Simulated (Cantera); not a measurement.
Input: 1 mol Si3N4, 2.7 mol H2O, 21 mol N2, held at 1.70 Pa.

Cantera equilibrium calculation (NASA polynomials, part measured and part estimated; ideal gas, pure solids and liquids). Candidate condensed phases: H2O, Si, SiO2, Si2N2O, Si3N4; 35 gas species. The numbers say what is thermodynamically allowed, not how fast it happens. All values below are at 1100 °C.

Base state: N2 0.816, H2 0.0970, SiO 0.0863, H 0.000252 (mole fractions); condensed: Si2N2O(s).

Question: What changes in the equilibrium state with this change: Si3N4 replaced by SiC?

Answer: 
| species | before | after |
|---|---|---|
| N2 | 0.816 | 0.840 |
| H2 | 0.0970 | 0.108 |
| CO | 0 | 0.0400 |
| SiO | 0.0863 | 0.0120 |
| H2O | 5.80e-7 | 1.62e-5 |
| H | 0.000252 | 0.000265 |
| Si2N2O(s), mol | 0.300 | 0 |
| SiO2(β-quartz), mol | 0 | 0.700 |
The tables hold silica as quartz up to 1696 K and as liquid above; real silica turns to tridymite and cristobalite and melts near 1996 K. Further candidate phases: C, C6H6, C7H8, C8H18, SiC.
